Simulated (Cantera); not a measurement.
An isothermal, constant-pressure homogeneous reactor starts with NO : N₂ = 1 : 0.12 (molar parts), at 1800 K and 39000 Pa. Integrator tolerance rtol = 1e-08.

Cantera simulation using GRI-Mech 3.0 (53 species, 325 reactions); the numbers are that mechanism's predictions, not measurements.

Task: What does this change do: pressure from 39000 Pa to 16000 Pa?

Result: 
```
quantity                                             before                                      after
----------------  -----------------------------------------  -----------------------------------------
x(NO) at 30.0 s      0.0792 (gas-phase equilibrium 0.00507)      0.190 (gas-phase equilibrium 0.00507)
x(O) at 30.0 s    0.000125 (gas-phase equilibrium 0.000131)  0.000183 (gas-phase equilibrium 0.000204)
x(O₂) at 30.0 s         0.407 (gas-phase equilibrium 0.444)        0.351 (gas-phase equilibrium 0.444)
x(NO₂) at 30.0 s   0.000172 (gas-phase equilibrium 1.15e-5)   0.000245 (gas-phase equilibrium 7.39e-6)
x(N₂) at 30.0 s         0.514 (gas-phase equilibrium 0.551)        0.459 (gas-phase equilibrium 0.551)
x(N₂O) at 30.0 s    2.36e-6 (gas-phase equilibrium 1.52e-7)    1.20e-5 (gas-phase equilibrium 9.75e-8)
```
